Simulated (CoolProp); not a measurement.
Properties of R11 along the isobar 459 kPa (Tc = 471.1 K, pc = 4408 kPa, ω = 0.189).

Computed with CoolProp (reference Helmholtz-energy equation of state, Jacobsen 1992).

| T (K) | phase | Joule-Thomson coefficient (K/MPa) | isothermal compressibility (1/MPa) | viscosity (µPa s) | conductivity (mW/(m K)) | fugacity coefficient |
|---|---|---|---|---|---|---|
| 245.3 | liquid | -0.4982 | 0.001076 | 803 | 103 | … |
| 263.5 | liquid | … | 0.001285 | 634 | 97.2 | 0.05703 |
| 281.7 | liquid | -0.4379 | 0.001548 | 516 | 91.7 | 0.1237 |
| 299.9 | liquid | -0.3956 | 0.001886 | 427 | 86.4 | 0.2395 |
| 318.1 | liquid | -0.3417 | 0.002332 | 359 | 81.3 | 0.4224 |
| 336.3 | liquid | -0.2713 | 0.002947 | 304 | 76.2 | 0.6894 |
| 354.5 | gas | … | 2.444 | … | … | 0.9135 |
| 372.6 | gas | 21.22 | 2.388 | 12.6 | 11.7 | 0.9265 |
| 390.8 | gas | 18.08 | 2.349 | 13.3 | 12.4 | 0.9368 |
| 409 | gas | 15.78 | 2.320 | 14.0 | 13.2 | 0.9453 |
| 427.2 | gas | 14.03 | 2.298 | 14.7 | 13.9 | 0.9523 |
| 445.4 | gas | 12.64 | 2.281 | 15.4 | 14.7 | … |
| 463.6 | gas | 11.49 | 2.267 | 16.0 | 15.4 | 0.9633 |
| 481.8 | gas | 10.53 | 2.255 | 16.7 | 16.2 | 0.9677 |
| 500 | gas | … | 2.246 | 17.3 | … | 0.9715 |

Question: Fill in the missing entries.

Answer: 
- 245.3, fugacity coefficient: 0.02283
- 263.5, Joule-Thomson coefficient (K/MPa): -0.4713
- 354.5, Joule-Thomson coefficient (K/MPa): 25.71
- 354.5, viscosity (µPa s): 12.0
- 354.5, conductivity (mW/(m K)): 11.0
- 445.4, fugacity coefficient: 0.9583
- 500, Joule-Thomson coefficient (K/MPa): 9.704
- 500, conductivity (mW/(m K)): 16.9

Viscosity comes from a separate model (Klein 1997), an estimate that may be off by 10 % or more. Thermal conductivity comes from a separate model (McLinden 2000), an estimate that may be off by 10 % or more.
